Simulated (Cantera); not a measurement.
Input: 1 mol Fe₂O₃, 1.2 mol H₂, 2.2 mol H₂O, held at 1975 °C and 315 Torr.

Method: chemical equilibrium by Gibbs-energy minimisation in Cantera with the NASA 1993 tables (ideal gas, pure condensed phases). The tables' stoichiometric FeO is somewhat more stable than real wüstite, so its field is too wide. FeO: taken at fixed stoichiometry. The numbers say what is thermodynamically allowed, not how fast it happens.

```csv
species,before,after
Fe,0.000331,0.222
H₂O,0.926,0.203
H,0.00283,0.183
O,0.000197,0.108
FeO,0.000166,0.0189
O₂,0.00122,0.114
OH,0.00629,0.0691
H₂,0.0625,0.0808
Fe(OH)₂,0.000973,7.56e-6
"FeO(l), mol",1.99,0
```
Gas species are given as mole fractions.

**Question.** Name the change that produced these shifts.
A. H₂ from 1.2 to 2.3 mol
B. pressure from 315 Torr to 0.0975 Torr
C. pressure from 315 Torr to 1 atm
D. H₂ from 1.2 to 51 mol

**Answer.** B, pressure from 315 Torr to 0.0975 Torr
